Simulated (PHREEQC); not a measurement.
# Acid rinse or clean: speciation

Consider water at 25 °C with 0.054 mol/kgw H2SO4, 0.0001 mol/kgw FeCl3 and 0.00086 mol/kgw KCl. Closed to the air; pH follows from the charge balance.

The numbers come from PHREEQC with the ion-association model, phreeqc.dat.

pH: 1.24
ionic strength: 0.0837 mol/kgw
specific conductance: 23600 µS/cm
density: 1.001 g/cm³
total alkalinity: -108 meq/kg

```json
[
 {"species": "H+", "molality": "0.0684", "activity": "0.0570", "log γ": "-0.080"},
 {"species": "HSO4-", "molality": "0.0396", "activity": "0.0313", "log γ": "-0.102"},
 {"species": "SO4-2", "molality": "0.0143", "activity": "0.00565", "log γ": "-0.403"},
 {"species": "Cl-", "molality": "0.00116", "activity": "0.000904", "log γ": "-0.108"},
 {"species": "K+", "molality": "0.000828", "activity": "0.000643", "log γ": "-0.109"},
 {"species": "FeSO4+", "molality": "6.65e-5", "activity": "5.28e-5", "log γ": "-0.100"},
 {"species": "KSO4-", "molality": "3.20e-5", "activity": "2.56e-5", "log γ": "-0.098"},
 {"species": "FeHSO4+2", "molality": "2.05e-5", "activity": "8.05e-6", "log γ": "-0.407"},
 {"species": "Fe(SO4)2-", "molality": "8.25e-6", "activity": "6.53e-6", "log γ": "-0.102"},
 {"species": "Fe+3", "molality": "4.43e-6", "activity": "8.52e-7", "log γ": "-0.716"},
 {"species": "FeOH+2", "molality": "2.42e-7", "activity": "9.64e-8", "log γ": "-0.400"},
 {"species": "FeCl+2", "molality": "5.84e-8", "activity": "2.33e-8", "log γ": "-0.400"}
]
```

Precipitation was switched off in this run.
